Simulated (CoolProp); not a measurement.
Carbon monoxide along the isobar 0.824 MPa: Z from the reference equation and from simpler models built on Tc = -140.3 °C, pc = 3.498 MPa, ω = 0.050; each cubic takes its own stable root.

Computed with CoolProp (reference Helmholtz-energy equation of state, Lemmon 2006). It is a short technical equation, of lower accuracy than the large ones.

```
T (°C)   phase  reference  van der Waals  Soave-Redlich-Kwong
-------  -----  ---------  -------------  -------------------
-157.55    gas     0.8684         0.8923               0.8670
-142.85    gas     0.9114         0.9216               0.9097
-128.05    gas     0.9373         0.9410               0.9364
-113.35    gas     0.9541         0.9543               0.9539
-98.65     gas     0.9657         0.9641               0.9662
-83.85     gas     0.9741         0.9713               0.9750
-69.15     gas     0.9802         0.9769               0.9815
-54.35     gas     0.9849         0.9812               0.9864
-39.65     gas     0.9885         0.9846               0.9901
-24.85     gas     0.9913         0.9874               0.9930
-10.15     gas     0.9936         0.9896               0.9952
4.55       gas     0.9953         0.9915               0.9970
19.35      gas     0.9968         0.9930               0.9984
34.05      gas     0.9980         0.9943               0.9995
48.85      gas     0.9989         0.9954                1.000
```
